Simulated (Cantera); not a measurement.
An adiabatic, constant-volume homogeneous reactor starts with CO : H2 : CH4 : O2 : N2 : H2O = 1 : 0.49 : 0.79 : 1.94 : 7.29 : 2 (molar parts), at 1525 K and 3750 Torr.

Detailed kinetics in Cantera: GRI-Mech 3.0 (53 species, 325 reactions).

x: mole fraction; the columns are a selection and need not sum to one.

```
t (s)     T (K)  P (bar)    x CO    x H2   x CH4  x C2H6     x N2O    x C2H2     x OH
--------  -----  -------  ------  ------  ------  ------  --------  --------  -------
2.00e-6    1525     5.00  0.0740  0.0363  0.0585     [?]  4.55e-12    <1e-12  1.16e-7
4.31e-6    1525     5.00  0.0740  0.0363  0.0585     [?]  1.83e-11    <1e-12  2.75e-7
9.28e-6    1525     5.00  0.0740  0.0362  0.0584     [?]  9.76e-11  6.29e-12  1.05e-6
2.00e-5    1528     5.01  0.0740  0.0360  0.0579     [?]  9.98e-10   5.88e-9  8.71e-6
4.31e-5    1592     5.22  0.0747  0.0351  0.0508     [?]   1.15e-8   7.94e-6  4.34e-5
9.28e-5    2918     9.56  0.0586  0.0285  <1e-12  <1e-12   9.00e-7    <1e-12   0.0190
0.000200   2910     9.54  0.0590  0.0289  <1e-12  <1e-12   9.21e-7    <1e-12   0.0183
0.000431   2903     9.52  0.0594  0.0293  <1e-12  <1e-12   9.84e-7    <1e-12   0.0177
0.000928   2902     9.51  0.0594  0.0294  <1e-12  <1e-12   1.00e-6    <1e-12   0.0175
0.00200    2902     9.51  0.0594  0.0294  <1e-12  <1e-12   1.00e-6    <1e-12   0.0175
0.00431    2902     9.51  0.0594  0.0294  <1e-12  <1e-12   1.00e-6    <1e-12   0.0175
0.00928    2902     9.51  0.0594  0.0294  <1e-12  <1e-12   1.00e-6    <1e-12   0.0175
0.0200     2902     9.51  0.0594  0.0294  <1e-12  <1e-12   1.00e-6    <1e-12   0.0175
0.0431     2902     9.51  0.0594  0.0294  <1e-12  <1e-12   1.00e-6    <1e-12   0.0175
0.0928     2902     9.51  0.0594  0.0294  <1e-12  <1e-12   1.00e-6    <1e-12   0.0175
0.200      2902     9.51  0.0594  0.0294  <1e-12  <1e-12   1.00e-6    <1e-12   0.0175
```

### Question
Fill in the missing entries.

### Answer

- 2.00e-6, x C2H6: 1.03e-9
- 4.31e-6, x C2H6: 2.02e-8
- 9.28e-6, x C2H6: 6.82e-7
- 2.00e-5, x C2H6: 6.40e-5
- 4.31e-5, x C2H6: 0.00115
